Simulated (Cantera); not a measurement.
A freely propagating, adiabatic, planar premixed flame of CH4 : O2 : N2 = 1 : 1.82 : 6.84 (molar parts), equivalence ratio 1.1, unburnt at 525 K and 760 Torr; mixture-averaged transport, grid criteria slope 0.08 and curve 0.16, no radiation.

Detailed kinetics in Cantera: GRI-Mech 3.0 (53 species, 325 reactions). Burning velocities carry a grid error of a few per cent, more on coarse grids.

Predict: laminar burning velocity; thermal thickness; peak x(C2H2); peak x(HO2); peak x(HCO).


```
Property                     Value
------------------------  --------
laminar burning velocity  101 cm/s
thermal thickness         0.344 mm
peak x(C2H2)              0.000279
peak x(HO2)               0.000166
peak x(HCO)                6.59e-5
```
